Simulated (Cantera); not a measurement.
A perfectly stirred reactor is fed with CH4 : O2 : N2 = 1 : 1.11 : 4.18 (molar parts), equivalence ratio 1.8, at 1.18 atm; it is adiabatic with a 375 K inlet, and is followed from long to short residence time, starting on the burning branch (τ in s: 0.17, 0.074, 0.033, 0.015, 0.0066, 0.003, 0.0013, 0.00059, 0.00026, 0.00012, 5.2e-05, 2.3e-05, 1e-05).

Model: GRI-Mech 3.0 (53 species, 325 reactions), integrated in Cantera.

Task: What does this change do: O2 1.11 to 1.5 parts?

Result: 
```csv
quantity,before,after
"blow-out, bracketed by the residence times tried","burning at 3.00 ms, out at 1.30 ms","burning at 0.120 ms, out at 52.0 µs"
x(CH4) at τ = 0.170 s,0.00801,6.45e-6
x(O2) at τ = 0.170 s,0.000496,0.000123
x(HCN) at τ = 0.170 s,1.23e-5,1.35e-6
x(C2H4) at τ = 0.170 s,7.92e-5,6.14e-10
x(C2H) at τ = 0.170 s,7.89e-8,3.88e-11
x(CH4) at τ = 1.30 ms,0.159,0.000141
x(O2) at τ = 1.30 ms,0.176,0.00163
x(HCN) at τ = 1.30 ms,<1e-12,3.20e-5
x(C2H4) at τ = 1.30 ms,<1e-12,3.08e-7
x(C2H) at τ = 1.30 ms,<1e-12,2.15e-8
```

Task: What does this change do: N2 4.18 to 6.4 parts?

Result: 
```csv
quantity,before,after
"blow-out, bracketed by the residence times tried","burning at 3.00 ms, out at 1.30 ms","burning at 33.0 ms, out at 15.0 ms"
x(CH4) at τ = 0.170 s,0.00801,0.0159
x(O2) at τ = 0.170 s,0.000496,0.00325
x(HCN) at τ = 0.170 s,1.23e-5,3.42e-7
x(C2H4) at τ = 0.170 s,7.92e-5,0.000654
x(C2H) at τ = 0.170 s,7.89e-8,5.58e-9
x(CH4) at τ = 1.30 ms,0.159,0.118
x(O2) at τ = 1.30 ms,0.176,0.130
x(HCN) at τ = 1.30 ms,<1e-12,<1e-12
x(C2H4) at τ = 1.30 ms,<1e-12,<1e-12
x(C2H) at τ = 1.30 ms,<1e-12,<1e-12
```
